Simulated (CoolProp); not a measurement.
Fluorine along the isobar 12400 kPa: Z from the reference equation and from simpler models built on Tc = -128.7 °C, pc = 5240 kPa, ω = 0.045; each cubic takes its own stable root.

Model: reference Helmholtz-energy equation of state, de Reuck 1990, in CoolProp.

| T (°C) | phase | reference | van der Waals | Redlich-Kwong | Soave-Redlich-Kwong | Peng-Robinson |
|---|---|---|---|---|---|---|
| -188.85 | liquid | 0.4374 | 0.6241 | 0.4311 | 0.4337 | 0.3856 |
| -164.85 | liquid | 0.3804 | 0.5320 | 0.3803 | 0.3806 | 0.3379 |
| -140.85 | liquid | 0.3635 | 0.4920 | 0.3753 | 0.3745 | 0.3340 |
| -116.95 | supercritical | 0.4080 | 0.5002 | 0.4381 | 0.4417 | 0.4027 |
| -92.95 | supercritical | 0.6086 | 0.5853 | 0.6188 | 0.6380 | 0.5984 |
| -69.05 | supercritical | 0.7712 | 0.7148 | 0.7660 | 0.7900 | 0.7498 |
| -45.05 | supercritical | 0.8621 | 0.8062 | 0.8510 | 0.8767 | 0.8388 |
| -21.05 | supercritical | 0.9156 | 0.8649 | 0.9033 | 0.9298 | 0.8948 |
| 2.85 | supercritical | 0.9492 | 0.9042 | 0.9375 | 0.9641 | 0.9320 |
| 26.85 | supercritical | 0.9715 | 0.9321 | 0.9610 | 0.9873 | 0.9580 |
